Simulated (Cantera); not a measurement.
# Thermodynamics of hydrogen reduction and annealing atmospheres, feed V2O5 + H2 + N2 + NH3

A closed system holds: 1 mol V2O5, 10 mol H2, 7.2 mol N2, 0.97 mol NH3, held at 10.0 mbar.

Equilibrium computed with Cantera from the NASA thermochemical tables; the gas is ideal and each condensed phase is pure. Candidate condensed phases: H2O, V, VN, VO, V2O3, V2O4, V2O5; 28 gas species. Condensed phases not in the tables: the oxides between V2O3 and V2O5 other than VO2. Kinetics and transport are ignored.

```
T (K)   x H2   x N2   x H2O       x H     x VO2  n V2O3(s)
-----  -----  -----  ------  --------  --------  ---------
900    0.494  0.402   0.104  8.22e-10    <1e-12       1.00
1000   0.494  0.402   0.104   1.60e-8    <1e-12       1.00
1100   0.494  0.402   0.104   1.82e-7    <1e-12       1.00
1200   0.494  0.402   0.104   1.39e-6  1.97e-11       1.00
1300   0.494  0.402   0.104   7.78e-6  8.07e-10       1.00
1400   0.494  0.402   0.104   3.42e-5   1.92e-8       1.00
1500   0.494  0.401   0.104  0.000124   2.94e-7      1.000
1600   0.494  0.401   0.104  0.000382   3.17e-6      1.000
1700   0.493  0.401   0.104   0.00103   2.54e-5      1.000
1800   0.492  0.401   0.104   0.00251  0.000160      0.998
1900   0.490  0.400   0.104   0.00555  0.000822      0.992
2000   0.486  0.398   0.102    0.0113   0.00352      0.965
2100   0.478  0.392  0.0952    0.0215    0.0128      0.871
```
x: gas mole fraction; n: condensed amount in mol.

From 900 K to 2100 K the condensed part is V2O3(s).
